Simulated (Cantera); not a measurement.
Source: NASA polynomial tables (part measured, part estimated), evaluated in Cantera. Values are per mole of reaction as written; species without (g) are pure solids or liquids, kept so even where they would boil at 1 bar.

### Question
Between 850 and 1750 K, where is each reaction favourable under standard conditions?
- 2 H2(g) + C + CaO = CH3OH(g) + Ca

### Answer
- 2 H2(g) + C + CaO = CH3OH(g) + Ca: ΔG° is 465 kJ at 850 K and 514 kJ at 1750 K; it stays positive (K < 1). ΔH° is 422 kJ and ΔS° -53 J/K at 1750 K.
